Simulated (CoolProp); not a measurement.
Computed with CoolProp (reference Helmholtz-energy equation of state, Lemmon 2006). It is a short technical equation, of lower accuracy than the large ones.

### Question
For CH3F (R41), give the phase and the cv (kJ/(kg K)), Joule-Thomson coefficient (K/MPa) at 27.95 °C and 0.101 MPa.

### Answer
- 27.95 °C and 0.101 MPa: gas; cv 0.868, Joule-Thomson coefficient 17.5
